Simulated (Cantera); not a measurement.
Charge: 1 mol SiCl4, 3.3 mol O3, 33 mol N2, at 2025 K and 1.00 bar.

Cantera equilibrium calculation (NASA polynomials, part measured and part estimated; ideal gas, pure solids and liquids). Candidate condensed phases: Si, SiO2, Si2N2O, Si3N4; 23 gas species. The tables hold silica as quartz up to 1696 K and as liquid above; real silica turns to tridymite and cristobalite and melts near 1996 K. The numbers say what is thermodynamically allowed, not how fast it happens.

Base state: N2 0.811, O2 0.0943, Cl 0.0792, Cl2 0.00954, NO 0.00557, ClO 0.000360, O 0.000248 (mole fractions); condensed: SiO2(l).

Question: What changes in the equilibrium state with this change: O3 from 3.3 to 0.35 mol?

Answer: 
```csv
species,before,after
N2,0.811,0.930
Cl,0.0792,0.0526
SiCl4,9.47e-8,0.0118
O2,0.0943,1.48e-7
SiCl3,7.33e-9,0.00137
SiCl2,<1e-9,0.000177
ClO,0.000360,3.00e-7
"SiO2(l), mol",1.000,0.523
```
The tables' values for SiCl3 are old estimates; treat these amounts as uncertain.
